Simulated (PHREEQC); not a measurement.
Solution (74 °C): 140 mmol/kgw HCl, 5 mmol/kgw FeSO4 and 0.99 mmol/kgw MgSO4. Closed to the air; pH follows from the charge balance.

Equilibrium calculation in PHREEQC: Pitzer model, pitzer.dat.

| quantity | before | after |
|---|---|---|
| pH | 0.99 | -0.17 |
| HSO4- (mol/kgw) | 0.00541 | 0.00542 |
| SO4-2 (mol/kgw) | 0.000579 | 0.000568 |

### Question
Which change was made?
A) FeSO4 from 0.005 to 0.0075 mol/kgw
B) HCl from 0.14 to 1.4 mol/kgw
C) MgSO4 from 0.00099 to 0.00495 mol/kgw
D) MgSO4 left out
E) 0.0019 mol/kgw KCl added

### Answer
B, HCl from 0.14 to 1.4 mol/kgw

No solid was allowed to form. At this temperature some constants are extrapolated from 25 °C, and those without enthalpy data are left unchanged.
